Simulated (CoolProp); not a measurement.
Isobutane at 294.34 K and 0.0546 MPa flows at 0.11 m/s in a round tube of 50 mm bore and 15 µm roughness, fully developed (64/Re and Nu = 3.66 if laminar; Colebrook and Gnielinski if turbulent). Each further row changes one setting.

Computed with CoolProp (reference Helmholtz-energy equation of state, Bücker 2006).

| case | Reynolds number | Darcy friction factor | pressure drop (Pa/m) | heat-transfer coefficient (W/(m² K)) | mass flow (kg/h) |
|---|---|---|---|---|---|
| as stated | 976 | 0.0655 | 0.0104 | 1.21 | 1.02 |
| velocity 0.22 m/s | 1950 | 0.0328 | 0.0209 | 1.21 | 2.05 |
| diameter 100 mm | 1950 | 0.0328 | 0.00261 | 0.605 | 4.09 |

Viscosity comes from a separate model (Vogel 2000). Thermal conductivity comes from a separate model (Perkins 2002).
